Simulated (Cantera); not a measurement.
Charge: 1 mol SiHCl3, 0.0053 mol C2H4, 5 mol H2, 0.057 mol C2H2, equilibrated at 1377 °C and 96000 Pa.

Equilibrium computed with Cantera from the NASA thermochemical tables; the gas is ideal and each condensed phase is pure. Candidate condensed phases: C, C6H6, C7H8, C8H18, Si, SiC; 109 gas species. The tables' values for SiCl3 are old estimates; treat these amounts as uncertain. The numbers say what is thermodynamically allowed, not how fast it happens.

Base state: H2 0.728, HCl 0.145, SiCl2 0.0970, SiCl3 0.0168, SiCl4 0.00641, SiHCl3 0.00539, SiH2Cl2 0.000774, H 7.91e-5 (mole fractions); condensed: SiC(s).

Question: What changes in the equilibrium state with this change: C2H2 from 0.057 to 0.33 mol?

Answer: 
| species | before | after |
|---|---|---|
| H2 | 0.728 | 0.658 |
| HCl | 0.145 | 0.296 |
| SiCl2 | 0.0970 | 0.0255 |
| SiCl3 | 0.0168 | 0.00946 |
| CH4 | 8.94e-6 | 0.000127 |
| SiH3Cl | 3.34e-5 | 3.53e-6 |
| SiH2Cl2 | 0.000774 | 0.000184 |
| Cl | 1.24e-5 | 2.65e-5 |
| SiC(s), mol | 0.125 | 0.670 |
